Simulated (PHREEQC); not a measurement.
Synthetic water in mg/L, 40 °C, pH 2.34, pe 8.1: Na 7.97; K 7.37; Ca 146; Mg 5.98; Cl 13.4; S(6) as SO4 828; Al 1.14; O(0) (dissolved oxygen) 0.0453; Cu(2) 0.337.

Na is adjusted to close the charge balance.
Valence states are taken as typed.

The numbers come from PHREEQC with the ion-association model, phreeqc.dat.

Each row changes one thing in this solution. This is a speciation only: nothing precipitates in the calculation.

```
case                                             ionic strength (mol/kgw)  SO4-2 (mol/kgw)  Ca+2 (mol/kgw)  HSO4- (mol/kgw)  CaSO4 (mol/kgw)  Mg+2 (mol/kgw)  SI of Gypsum (CaSO4:2H2O)  SI of Gibbsite (Al(OH)3)
-----------------------------------------------  ------------------------  ---------------  --------------  ---------------  ---------------  --------------  -------------------------  ------------------------
as made                                                            0.0215          0.00532         0.00269          0.00219         0.000911        0.000155                      -0.74                     -5.91
all concentrations times 3 at the same typed pH                    0.0607              ___         0.00687          0.00516              ___        0.000369                      -0.10                     -5.82
Ca from 146 to 73 mg/L                                             0.0211          0.00559         0.00133          0.00230              ___        0.000152                      -1.02                     -5.93
```

Q: Fill in the missing entries.

A: 
- all concentrations times 3 at the same typed pH, SO4-2 (mol/kgw): 0.0155
- all concentrations times 3 at the same typed pH, CaSO4 (mol/kgw): 0.00390
- Ca from 146 to 73 mg/L, CaSO4 (mol/kgw): 0.000475

At this temperature some constants are extrapolated from 25 °C, and those without enthalpy data are left unchanged.
